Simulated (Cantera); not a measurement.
# Reactions in the system H-N-Nb-O

Source: NASA polynomial tables (part measured, part estimated), evaluated in Cantera. Values are per mole of reaction as written; species without (g) are pure solids or liquids, kept so even where they would boil at 1 bar.

3 Nb + N₂(g) + 6 OH(g) ⇌ 3 NbO₂(g) + 2 NH₃(g)

```csv
T (K),ΔH° (kJ),ΔS° (J/K),ΔG° (kJ),log10 K
300,-928.1,-199.6,-868.2,151.17
1923,-976.0,-269.2,-458.4,12.45
2023,-978.7,-270.6,-431.4,11.14
2123,-981.6,-271.9,-404.3,9.95
2223,-984.7,-273.4,-377.0,8.86
2323,-988.2,-274.9,-349.6,7.86
2423,-992.0,-276.5,-322.0,6.94
2523,-996.1,-278.2,-294.3,6.09
```
